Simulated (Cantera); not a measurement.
Input: 1 mol MgSO₄, 0.71 mol H₂, at 0.140 bar.

Equilibrium computed with Cantera from the NASA thermochemical tables; the gas is ideal and each condensed phase is pure. Candidate condensed phases: H₂O, H₂SO₄, Mg, MgO, Mg(OH)₂, MgS, MgSO₄, S; 26 gas species. The numbers say what is thermodynamically allowed, not how fast it happens. All values below are at 2123 K.

Base state: SO₂ 0.534, H₂O 0.373, O₂ 0.0773, OH 0.00888, H₂ 0.00249, SO 0.00218, O 0.00121, H 0.000478 (mole fractions); condensed: MgO(s).

Task: What changes in the equilibrium state with this change: H₂ from 0.71 to 2.4 mol?

Result: 
| species | before | after |
|---|---|---|
| H₂O | 0.373 | 0.516 |
| H₂ | 0.00249 | 0.206 |
| SO₂ | 0.534 | 0.178 |
| S₂ | 2.27e-8 | 0.0327 |
| O₂ | 0.0773 | 2.15e-5 |
| SO | 0.00218 | 0.0436 |
| Mg | 3.78e-6 | 0.000226 |
| H₂S | 6.05e-8 | 0.00600 |
| S₂O | 3.75e-8 | 0.000899 |
| MgS | <1e-9 | 1.89e-5 |
| SH | 6.95e-7 | 0.00759 |
| MgO(s), mol | 1.000 | 0.999 |
